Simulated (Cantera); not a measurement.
Feed: 1 mol Al(CH₃)₃, 3.8 mol O₂, 62 mol N₂, at 1752 °C and 1.00 bar.

Method: chemical equilibrium by Gibbs-energy minimisation in Cantera with the NASA 1993 tables (ideal gas, pure condensed phases). Candidate condensed phases: Al, AlN, Al₂O₃, C, C₆H₆, C₇H₈, C₈H₁₈, H₂O; 148 gas species. The feed counts by its element totals alone. Gases not in the tables: Al(OH)₃. Equilibrium is a limit: real reactors are often held back by kinetics, nucleation or transport.

Base state: N₂ 0.892, H₂O 0.0356, CO 0.0342, H₂ 0.0290, CO₂ 0.00897, H 0.000328, OH 4.20e-5 (mole fractions); condensed: Al₂O₃(s).

Problem. What changes in the equilibrium state with this change: O₂ from 3.8 to 0.39 mol?

Solution. 
```json
[
 {"species": "N₂", "before": "0.892", "after": "0.919"},
 {"species": "H₂", "before": "0.0290", "after": "0.0650"},
 {"species": "CO", "before": "0.0342", "after": "0.0117"},
 {"species": "H₂O", "before": "0.0356", "after": "8.06e-8"},
 {"species": "Al", "before": "<1e-9", "after": "3.42e-5"},
 {"species": "CO₂", "before": "0.00897", "after": "3.10e-9"},
 {"species": "HCN", "before": "7.73e-9", "after": "0.00397"},
 {"species": "HNC", "before": "<1e-9", "after": "0.000236"},
 {"species": "C₂H₂ (acetylene)", "before": "<1e-9", "after": "5.88e-5"},
 {"species": "Al₂O₃(s), mol", "before": "0.500", "after": "0"},
 {"species": "AlN(s), mol", "before": "0", "after": "0.998"},
 {"species": "C(graphite), mol", "before": "0", "after": "1.93"}
]
```
